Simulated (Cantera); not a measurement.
## Thermodynamics of fluorocarbon and chlorocarbon gases, feed CHF₃ + F₂

Feed: 1 mol CHF₃, 0.11 mol F₂, held at 1.33 mbar.

Method: chemical equilibrium by Gibbs-energy minimisation in Cantera with the NASA 1993 tables (ideal gas, pure condensed phases). Candidate condensed phases: C, C₆H₆, C₇H₈, C₈H₁₈; 95 gas species. Gases not in the tables: C₂F₆ and larger saturated fluorocarbons. Equilibrium is a limit: real reactors are often held back by kinetics, nucleation or transport.

| T (K) | x HF | x F | x CF₄ | x CF₂ | x H | x C | x C₃ | x CF | x C₂ | n C(graphite) |
|---|---|---|---|---|---|---|---|---|---|---|
| 1600 | 0.642 | 0.00107 | 0.354 | 0.00282 | 7.21e-8 | <1e-12 | <1e-12 | 4.08e-7 | <1e-12 | 0.443 |
| 1750 | 0.634 | 0.00813 | 0.341 | 0.0166 | 4.08e-7 | 4.82e-11 | 1.78e-11 | 9.11e-6 | 1.46e-12 | 0.435 |
| 1900 | 0.600 | 0.0434 | 0.286 | 0.0682 | 1.75e-6 | 2.36e-9 | 1.55e-9 | 0.000120 | 1.29e-10 | 0.405 |
| 2050 | 0.508 | 0.160 | 0.149 | 0.177 | 6.13e-6 | 6.53e-8 | 6.91e-8 | 0.000946 | 5.89e-9 | 0.346 |
| 2200 | 0.400 | 0.359 | 0.0236 | 0.210 | 2.28e-5 | 1.15e-6 | 1.81e-6 | 0.00407 | 1.58e-7 | 0.397 |
| 2350 | 0.350 | 0.515 | 0.00119 | 0.123 | 0.000109 | 1.39e-5 | 3.10e-5 | 0.0103 | 2.78e-6 | 0.615 |
| 2500 | 0.327 | 0.598 | 4.40e-5 | 0.0543 | 0.000541 | 0.000125 | 0.000373 | 0.0195 | 3.44e-5 | 0.770 |
| 2650 | 0.313 | 0.627 | 1.67e-6 | 0.0221 | 0.00248 | 0.000872 | 0.00336 | 0.0316 | 0.000318 | 0.793 |
| 2800 | 0.290 | 0.614 | 7.01e-8 | 0.00871 | 0.00997 | 0.00494 | 0.0237 | 0.0454 | 0.00231 | 0.547 |
| 2950 | 0.242 | 0.588 | 2.82e-9 | 0.00275 | 0.0318 | 0.0180 | 0.0620 | 0.0471 | 0.00810 | 0 |
| 3100 | 0.180 | 0.604 | 1.42e-10 | 0.000776 | 0.0746 | 0.0406 | 0.0504 | 0.0363 | 0.0123 | 0 |
| 3250 | 0.106 | 0.616 | 8.44e-12 | 0.000223 | 0.126 | 0.0779 | 0.0324 | 0.0262 | 0.0151 | 0 |
x: gas mole fraction; n: condensed amount in mol.

From 1600 K to 2800 K the condensed part is C(graphite). From 2950 K to 3250 K nothing is condensed. The main C-bearing gas is CF₄ at 1600 K and C₃ at 3250 K.
